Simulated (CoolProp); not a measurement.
Saturated liquid density (kg/m³) of n-heptane: the reference equation beside estimates from Tc = 541.2 K, pc = 2.774 MPa, ω = 0.349.

The numbers come from the reference Helmholtz-energy equation of state, Span 2003 in CoolProp. It is a short technical equation, of lower accuracy than the large ones.

| T (K) | reference | van der Waals | Redlich-Kwong | Soave-Redlich-Kwong |
|---|---|---|---|---|
| 411 | 574.4 | 333.2 | 476.5 | 507.0 |
| 420.8 | 563.7 | 326.7 | 464.9 | 495.6 |
| 430.6 | 552.5 | 320.0 | 452.8 | 483.5 |
| 440.3 | 540.9 | 313.0 | 440.3 | 470.7 |
| 450.1 | 528.6 | 305.6 | 426.9 | 457.0 |
| 459.9 | 515.4 | 297.8 | 412.8 | 442.2 |
| 469.6 | 501.5 | 289.5 | 397.9 | 426.5 |
| 479.4 | 486.2 | 280.5 | 381.8 | 409.2 |
| 489.2 | 469.4 | 270.8 | 364.4 | 390.3 |
| 499 | 450.3 | 260.1 | 345.4 | 369.4 |

Absolute difference from the reference over all 10 rows, mean and median: van der Waals 42.2 and 42.2 %, Redlich-Kwong 19.8 and 19.6 %, Soave-Redlich-Kwong 14.3 and 13.9 %.
